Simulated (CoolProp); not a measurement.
A Linde-Hampson liquefier for methane: isothermal reversible compression at 300 K from 1 atm to 30 MPa, throttling to 1 atm, return gas leaving the recuperator 10 K below the feed. Each further row changes one setting.

Model: reference Helmholtz-energy equation of state, Setzmann 1991, in CoolProp.

```tsv
case	liquid yield per pass	compression work (kJ/kg of gas)
as stated	0.216	833
high pressure 60 MPa	0.225	951
warm-end temperature 330 K	0.165	937
warm-end gap 15 K	0.206	833
```
